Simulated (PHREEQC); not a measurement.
A solution holds 1.2 mol K2CO3 and 0.3 mol K2SO4 per kg of water, at 20 °C. Closed to the air; pH follows from the charge balance.

Model: Pitzer model, pitzer.dat, run in PHREEQC.

Precipitation was switched off in this run.

Task: Predict the pH, osmotic coefficient.

Result: pH 12.09; osmotic coefficient 0.808.

The solution is supersaturated, for example in Arcanite, so a real one may precipitate; this is no full list. In brines, pH and single-ion activities rest on the MacInnes convention.
